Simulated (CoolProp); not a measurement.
Vapour-liquid equilibrium of R22 (1) + dimethyl ether (2) at 0.0583 MPa; x and y are mole fractions of (1).

Model: multi-fluid Helmholtz-energy mixture model, Kamei 1995 and Wu 2011; pair parameters Bell 2016, in CoolProp.

```
x     bubble temperature (K)  y at the bubble point  dew temperature at overall composition x (K)  liquid density (mol/L)
----  ----------------------  ---------------------  --------------------------------------------  ----------------------
0.05                   236.7                  0.037                                         236.8                   16.33
0.2                    237.4                  0.183                                         237.4                   16.39
0.35                   237.2                  0.393                                         237.4                   16.46
0.5                    235.4                  0.637                                         236.7                   16.53
0.65                   231.5                  0.842                                         235.2                   16.63
0.8                    226.5                  0.955                                         232.6                   16.71
0.95                   222.2                  0.995                                         226.8                   16.70
```

y crosses x between x = 0.2 and 0.35: the model has an azeotrope there.

The pair parameters rest on a limited set of measurements; away from them the model extrapolates.
